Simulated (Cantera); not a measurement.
## Catalytic stagnation flow on Pt

A jet of 2.79 % H2, 15.5 % O2, 81.7 % N2, equivalence ratio 0.090 at 300 K and 0.370 bar hits a platinum plate 3.4 cm away at a mass flux of 0.082 kg/m²/s; the plate temperature is set and raised in steps from an oxygen-covered start.

Model: Deutschmann's 1995 Pt surface mechanism with GRI-Mech 3.0 gas chemistry, integrated in Cantera. Catalytic surfaces can have several steady states; this one follows from the mechanism file's or the stated starting coverage.

```tsv
plate T (K)	wall x H2	wall x O2	wall x H2O	wall x OH	θ free Pt	θ O*	θ OH*
500	0.00204	0.127	0.0512	<1e-8	0.0235	0.950	0.0265
550	0.00203	0.127	0.0508	<1e-8	0.0249	0.960	0.0152
600	0.00203	0.127	0.0504	<1e-8	0.0262	0.964	0.00948
650	0.00201	0.127	0.0502	<1e-8	0.0276	0.966	0.00633
700	0.00193	0.127	0.0500	<1e-8	0.0301	0.965	0.00457
750	0.00161	0.127	0.0504	<1e-8	0.0378	0.958	0.00371
800	0.00114	0.127	0.0511	<1e-8	0.0566	0.940	0.00340
```
x: mole fraction at the wall; θ: surface coverage.
